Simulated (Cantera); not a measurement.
A Cantera script and what it prints.

```python
import numpy as np
import cantera as ct

gas_names = [...]  # 113 gases of nasa_gas.yaml made of C, H, O, Pb
cond_names = """
    C(gr) C6H6(L) C7H8(L) C8H18(L),n-octa H2O(s) H2O(L) Pb(cr) Pb(L) PbO(rd) PbO(yw) PbO(L) PbO2(s)
    Pb3O4(s)
""".split()


# ... load() reads the species with a 1 bar reference pressure and builds the phases ...
atoms = {
    'Pb': {'Pb': 1},
    'CO': {'C': 1, 'O': 1},
    'H2': {'H': 2},
}
top_T = {'C(gr)': 4500, 'Pb3O4(s)': 820}  # K; cautious upper limits of use, not melting points


# ... equilibrate(T, P, feed) seeds the gas with the atoms and calls Mixture.equilibrate('TP', solver="gibbs", rtol=1e-10, max_steps=50000) ...
results = []
P = 10000  # Pa
for T in [773, 873, 973, 1073, 1173, 1273, 1373, 1473, 1573, 1673, 1773, 1873, 1973]:
    for m in [4.2, 5.6, 7.5, 10, 13, 18, 24, 31, 42, 56, 74, 99]:
        feed = {'Pb': 1, 'CO': 11, 'H2': m}  # mol
        mix = equilibrate(T, P, feed)
        results.append((T, P, feed, dict(zip(mix.species_names, mix.species_moles))))

for T, P, feed, n in results:
    print(f"{T:7g} {feed['H2']:10.4g}  " + (" + ".join(c for c in cond_names if n.get(c, 0) > 1e-12) or "gas only"))
```

Result:

```
    773        4.2  C(gr) + Pb(L)
    773        5.6  C(gr) + Pb(L)
    773        7.5  C(gr) + Pb(L)
    773         10  C(gr) + Pb(L)
    773         13  C(gr) + Pb(L)
    773         18  C(gr) + Pb(L)
    773         24  C(gr) + Pb(L)
    773         31  C(gr) + Pb(L)
    773         42  C(gr) + Pb(L)
    773         56  C(gr) + Pb(L)
    773         74  Pb(L)
    773         99  Pb(L)
    873        4.2  C(gr) + Pb(L)
    873        5.6  C(gr) + Pb(L)
    873        7.5  C(gr) + Pb(L)
    873         10  C(gr) + Pb(L)
    873         13  C(gr) + Pb(L)
    873         18  C(gr) + Pb(L)
    873         24  C(gr) + Pb(L)
    873         31  C(gr) + Pb(L)
    873         42  C(gr) + Pb(L)
    873         56  C(gr) + Pb(L)
    873         74  C(gr) + Pb(L)
    873         99  Pb(L)
    973        4.2  C(gr) + Pb(L)
    973        5.6  C(gr) + Pb(L)
    973        7.5  C(gr) + Pb(L)
    973         10  C(gr) + Pb(L)
    973         13  C(gr) + Pb(L)
    973         18  C(gr) + Pb(L)
    973         24  C(gr) + Pb(L)
    973         31  C(gr) + Pb(L)
    973         42  C(gr) + Pb(L)
    973         56  C(gr) + Pb(L)
    973         74  Pb(L)
    973         99  Pb(L)
   1073        4.2  C(gr) + Pb(L)
   1073        5.6  C(gr) + Pb(L)
   1073        7.5  C(gr) + Pb(L)
   1073         10  C(gr) + Pb(L)
   1073         13  C(gr) + Pb(L)
   1073         18  C(gr) + Pb(L)
   1073         24  C(gr) + Pb(L)
   1073         31  C(gr) + Pb(L)
   1073         42  Pb(L)
   1073         56  Pb(L)
   1073         74  Pb(L)
   1073         99  Pb(L)
   1173        4.2  C(gr) + Pb(L)
   1173        5.6  C(gr) + Pb(L)
   1173        7.5  C(gr) + Pb(L)
   1173         10  C(gr) + Pb(L)
   1173         13  C(gr) + Pb(L)
   1173         18  C(gr) + Pb(L)
   1173         24  C(gr) + Pb(L)
   1173         31  Pb(L)
   1173         42  Pb(L)
   1173         56  Pb(L)
   1173         74  Pb(L)
   1173         99  Pb(L)
   1273        4.2  C(gr) + Pb(L)
   1273        5.6  C(gr) + Pb(L)
   1273        7.5  C(gr) + Pb(L)
   1273         10  C(gr) + Pb(L)
   1273         13  C(gr) + Pb(L)
   1273         18  C(gr) + Pb(L)
   1273         24  Pb(L)
   1273         31  Pb(L)
   1273         42  Pb(L)
   1273         56  gas only
   1273         74  gas only
   1273         99  gas only
   1373        4.2  C(gr)
   1373        5.6  C(gr)
   1373        7.5  C(gr)
   1373         10  C(gr)
   1373         13  C(gr)
   1373         18  gas only
   1373         24  gas only
   1373         31  gas only
   1373         42  gas only
   1373         56  gas only
   1373         74  gas only
   1373         99  gas only
   1473        4.2  C(gr)
   1473        5.6  C(gr)
   1473        7.5  C(gr)
   1473         10  C(gr)
   1473         13  gas only
   1473         18  gas only
   1473         24  gas only
   1473         31  gas only
   1473         42  gas only
   1473         56  gas only
   1473         74  gas only
   1473         99  gas only
   1573        4.2  C(gr)
   1573        5.6  C(gr)
   1573        7.5  gas only
   1573         10  gas only
   1573         13  gas only
   1573         18  gas only
   1573         24  gas only
   1573         31  gas only
   1573         42  gas only
   1573         56  gas only
   1573         74  gas only
   1573         99  gas only
   1673        4.2  gas only
   1673        5.6  gas only
   1673        7.5  gas only
   1673         10  gas only
   1673         13  gas only
   1673         18  gas only
   1673         24  gas only
   1673         31  gas only
   1673         42  gas only
   1673         56  gas only
   1673         74  gas only
   1673         99  gas only
   1773        4.2  gas only
   1773        5.6  gas only
   1773        7.5  gas only
   1773         10  gas only
   1773         13  gas only
   1773         18  gas only
   1773         24  gas only
   1773         31  gas only
   1773         42  gas only
   1773         56  gas only
   1773         74  gas only
   1773         99  gas only
   1873        4.2  gas only
   1873        5.6  gas only
   1873        7.5  gas only
   1873         10  gas only
   1873         13  gas only
   1873         18  gas only
   1873         24  gas only
   1873         31  gas only
   1873         42  gas only
   1873         56  gas only
   1873         74  gas only
   1873         99  gas only
   1973        4.2  gas only
   1973        5.6  gas only
   1973        7.5  gas only
   1973         10  gas only
   1973         13  gas only
   1973         18  gas only
   1973         24  gas only
   1973         31  gas only
   1973         42  gas only
   1973         56  gas only
   1973         74  gas only
   1973         99  gas only
```

Equilibrium computed with Cantera from the NASA thermochemical tables; the gas is ideal and each condensed phase is pure.
